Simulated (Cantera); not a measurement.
An isothermal, constant-pressure homogeneous reactor starts with 99.3 % N₂O, 0.695 % H₂O, at 1300 K and 0.0120 bar.

Detailed kinetics in Cantera: GRI-Mech 3.0 (53 species, 325 reactions). GRI-Mech 3.0 was tuned for natural gas; its chemistry of N2O as a main component is partial and can be far from experiment. Radical loss at walls, strong at low pressure, is not modelled. The mechanism lacks the step 2 NO + O2 → 2 NO2, which can matter for NO2 below about 1400 K. The temperature is held fixed by assumption; the heat of reaction is taken as removed at once.

x: mole fraction; the columns are a selection and need not sum to one.

```json
[
 {"t (s)": "1.00e-5", "x N₂O": "0.993", "x H₂O": "0.00695", "x NO₂": "<1e-12", "x O₂": "2.55e-9", "x N₂": "2.21e-7", "x H": "<1e-12", "x NO": "8.88e-10"},
 {"t (s)": "2.74e-5", "x N₂O": "0.993", "x H₂O": "0.00695", "x NO₂": "<1e-12", "x O₂": "1.89e-8", "x N₂": "6.18e-7", "x H": "<1e-12", "x NO": "6.59e-9"},
 {"t (s)": "7.53e-5", "x N₂O": "0.993", "x H₂O": "0.00695", "x NO₂": "<1e-12", "x O₂": "1.36e-7", "x N₂": "1.78e-6", "x H": "<1e-12", "x NO": "4.75e-8"},
 {"t (s)": "0.000207", "x N₂O": "0.993", "x H₂O": "0.00695", "x NO₂": "<1e-12", "x O₂": "9.13e-7", "x N₂": "5.42e-6", "x H": "1.89e-12", "x NO": "3.19e-7"},
 {"t (s)": "0.000567", "x N₂O": "0.993", "x H₂O": "0.00695", "x NO₂": "<1e-12", "x O₂": "5.20e-6", "x N₂": "1.76e-5", "x H": "2.55e-11", "x NO": "1.81e-6"},
 {"t (s)": "0.00156", "x N₂O": "0.993", "x H₂O": "0.00695", "x NO₂": "1.54e-11", "x O₂": "2.21e-5", "x N₂": "5.61e-5", "x H": "1.46e-10", "x NO": "7.72e-6"},
 {"t (s)": "0.00427", "x N₂O": "0.993", "x H₂O": "0.00695", "x NO₂": "1.24e-9", "x O₂": "7.20e-5", "x N₂": "0.000165", "x H": "4.76e-10", "x NO": "2.51e-5"},
 {"t (s)": "0.0117", "x N₂O": "0.992", "x H₂O": "0.00695", "x NO₂": "6.94e-8", "x O₂": "0.000209", "x N₂": "0.000466", "x H": "[?]", "x NO": "7.28e-5"},
 {"t (s)": "0.0321", "x N₂O": "0.991", "x H₂O": "0.00694", "x NO₂": "2.15e-6", "x O₂": "0.000586", "x N₂": "0.00129", "x H": "[?]", "x NO": "0.000201"},
 {"t (s)": "0.0882", "x N₂O": "0.987", "x H₂O": "0.00693", "x NO₂": "2.33e-5", "x O₂": "0.00162", "x N₂": "0.00357", "x H": "[?]", "x NO": "0.000536"},
 {"t (s)": "0.242", "x N₂O": "0.977", "x H₂O": "0.00691", "x NO₂": "0.000102", "x O₂": "0.00446", "x N₂": "0.00980", "x H": "5.74e-9", "x NO": "0.00142"},
 {"t (s)": "0.664", "x N₂O": "0.951", "x H₂O": "0.00684", "x NO₂": "0.000243", "x O₂": "0.0121", "x N₂": "0.0264", "x H": "6.18e-9", "x NO": "0.00379"},
 {"t (s)": "1.82", "x N₂O": "0.883", "x H₂O": "0.00668", "x NO₂": "0.000333", "x O₂": "0.0316", "x N₂": "0.0688", "x H": "[?]", "x NO": "0.01000"},
 {"t (s)": "5.00", "x N₂O": "0.726", "x H₂O": "0.00632", "x NO₂": "0.000308", "x O₂": "0.0768", "x N₂": "0.166", "x H": "[?]", "x NO": "0.0244"}
]
```

Some entries are withheld; supply them.


- 0.0117, x H: 1.29e-9
- 0.0321, x H: 2.99e-9
- 0.0882, x H: 4.89e-9
- 1.82, x H: 6.73e-9
- 5.00, x H: 7.79e-9
